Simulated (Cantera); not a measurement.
A closed system holds: 1 mol CuO, 0.52 mol CO, 0.24 mol H2, held at 1850 K and 0.133 bar.

These are equilibrium values from Cantera (NASA tables, ideal gas, pure condensed phases), not measurements of a reactor. Candidate condensed phases: C, C6H6, C7H8, C8H18, Cu, CuO, Cu(OH)2, Cu2O, H2O; 113 gas species. Each liquid is taken as pure. Mutual solubility and eutectic melting of coexisting phases are not modelled. Rates play no part.

**Question.** What is the equilibrium state?

**Answer.** 
| Quantity | Value |
|---|---|
| x(CO2) | 0.652 |
| x(H2O) | 0.301 |
| x(O2) | 0.0348 |
| x(Cu) | 0.00712 |
| x(CO) | 0.00326 |
| x(OH) | 0.00170 |
| x(H2) | 0.000375 |
| x(O) | 9.85e-5 |
| x(CuO) | 6.06e-5 |
| n(Cu(l)) | 0.621 mol |
| n(Cu2O(l)) | 0.187 mol |
| gas amount | 0.7941 mol |
| log10 activity of C(graphite) (absent) | -9.92 |
